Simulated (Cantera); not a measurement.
**Thermodynamics of carbon deposition, reforming and gasification, feed C2H6 + H2O + N2**

Charge: 1 mol C2H6, 0.64 mol H2O, 0.23 mol N2, equilibrated at 1.60 bar.

Cantera equilibrium calculation (NASA polynomials, part measured and part estimated; ideal gas, pure solids and liquids). Candidate condensed phases: C, C6H6, C7H8, C8H18, H2O; 169 gas species. Ions and electrons are included (thermal ionisation). Rates play no part.

From 3000 K to 3250 K the condensed part is C(graphite). From 3500 K to 5000 K nothing is condensed. The main C-bearing gas is CO at 3000 K and C at 5000 K.

| T (K) | x H | x H2 | x CO | x C | x C2H2 (acetylene) | x HCN | x N2 | x C3 | x C2H | x C2 | x CN | n C(graphite) |
|---|---|---|---|---|---|---|---|---|---|---|---|---|
| 3000 | 0.101 | 0.655 | 0.135 | 3.17e-5 | 0.0408 | 0.0286 | 0.0311 | 0.000195 | 0.00108 | 1.98e-5 | 0.000455 | 0.771 |
| 3250 | 0.187 | 0.540 | 0.128 | 0.000284 | 0.0655 | 0.0340 | 0.0242 | 0.00226 | 0.00540 | 0.000242 | 0.00151 | 0.314 |
| 3500 | 0.303 | 0.422 | 0.117 | 0.00153 | 0.0611 | 0.0317 | 0.0202 | 0.0101 | 0.0138 | 0.00138 | 0.00352 | 0 |
| 3750 | 0.443 | 0.313 | 0.105 | 0.00519 | 0.0334 | 0.0237 | 0.0190 | 0.0185 | 0.0189 | 0.00394 | 0.00610 | 0 |
| 4000 | 0.573 | 0.207 | 0.0928 | 0.0136 | 0.0136 | 0.0155 | 0.0183 | 0.0225 | 0.0184 | 0.00789 | 0.00896 | 0 |
| 4250 | 0.668 | 0.124 | 0.0838 | 0.0289 | 0.00441 | 0.00900 | 0.0179 | 0.0201 | 0.0139 | 0.0121 | 0.0115 | 0 |
| 4500 | 0.723 | 0.0699 | 0.0775 | 0.0517 | 0.00121 | 0.00478 | 0.0174 | 0.0139 | 0.00848 | 0.0147 | 0.0131 | 0 |
| 4750 | 0.747 | 0.0388 | 0.0733 | 0.0781 | 0.000284 | 0.00236 | 0.0170 | 0.00723 | 0.00424 | 0.0142 | 0.0133 | 0 |
| 5000 | 0.755 | 0.0221 | 0.0706 | 0.101 | 5.94e-5 | 0.00110 | 0.0168 | 0.00287 | 0.00178 | 0.0109 | 0.0120 | 0 |
x: gas mole fraction; n: condensed amount in mol.
